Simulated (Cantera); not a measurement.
A Cantera script and what it prints.

```python
import numpy as np
import cantera as ct

gas_names = """
    CL CLF CLF3 CL2 F F2 H HCL HF H2 H2F2 H3F3 H4F4 H5F5 H6F6 H7F7 Li LiCL LiF LiH Li2 Li2CL2 Li2F2
    Li3CL3 Li3F3
""".split()
cond_names = """
    Li(cr) Li(L) LiCL(s) LiCL(L) LiF(s) LiF(L) LiH(s) LiH(L)
""".split()


# ... load() reads the species with a 1 bar reference pressure and builds the phases ...
atoms = {
    'LiCl': {'Li': 1, 'CL': 1},
    'HF': {'H': 1, 'F': 1},
    'H2': {'H': 2},
}
top_T = {}  # K; cautious upper limits of use, not melting points


# ... equilibrate(T, P, feed) seeds the gas with the atoms and calls Mixture.equilibrate('TP', solver="vcs", rtol=1e-11, max_steps=5000) ...
results = []
feed = {'LiCl': 1, 'HF': 0.41, 'H2': 4.9}  # mol
T = 1423  # K
P = 830  # Pa
mix = equilibrate(T, P, feed)
results.append((T, P, feed, dict(zip(mix.species_names, mix.species_moles))))
x = sorted(zip(gas.X, gas.species_names), reverse=True)
print(f"T = {T:g} K  P = {P:g} Pa  gas = {mix.phase_moles(0):.4g} mol")
print("   x: " + "  ".join(f"{s} {v:.3e}" for v, s in x if v > 1e-06))
print("   condensed (mol): " + ("  ".join(f"{mix.phase(i).name} {mix.phase_moles(i):.4g}"
      for i in range(1, mix.n_phases) if mix.phase_moles(i) > 1e-12) or "none"))
```

Result:

```
T = 1423 K  P = 830 Pa  gas = 6.301 mol
   x: H2 7.776e-01  LiCL 1.385e-01  HF 4.657e-02  HCL 1.851e-02  LiF 1.728e-02  Li2CL2 8.526e-04  Li2F2 6.043e-04  H 6.429e-05  Li 5.038e-06  Li3F3 3.826e-06  CL 1.254e-06
   condensed (mol): none
```

Method: chemical equilibrium by Gibbs-energy minimisation in Cantera with the NASA 1993 tables (ideal gas, pure condensed phases).
